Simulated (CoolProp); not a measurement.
Computed with CoolProp (reference Helmholtz-energy equation of state, Lemmon 2016).

Problem. For R365MFC, give the phase and the Z, speed of sound (m/s) at 54.95 °C and 1.03 bar.

Solution. 
- 54.95 °C and 1.03 bar: gas; Z 0.961, speed of sound 135
